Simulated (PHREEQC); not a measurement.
City or well water

Model water analysis in mg/L, 20 °C, pH 6.62, pe 0.5: Na 25.4; K 4.76; Ca 60.8; Mg 45.4; Cl 167; S(6) as SO4 10.9; Alkalinity as HCO3 181; Br 0.448; N(-3) as NH4 0.126; B 0.0882; Mn(2) 10.1.

Na is adjusted to close the charge balance.
Valence states are taken as typed.

Computed with PHREEQC (ion-association model, phreeqc.dat).

No solid was allowed to form.

Task: Predict the specific conductance.

Result: specific conductance 741 µS/cm.

Task: In which forms is Mg present?

Result: Mg+2 97 %, MgHCO3+ 2.1 %, MgSO4 0.8 % of the Mg.

The solution is supersaturated, for example in Rhodochrosite, so a real one may precipitate; this is no full list.
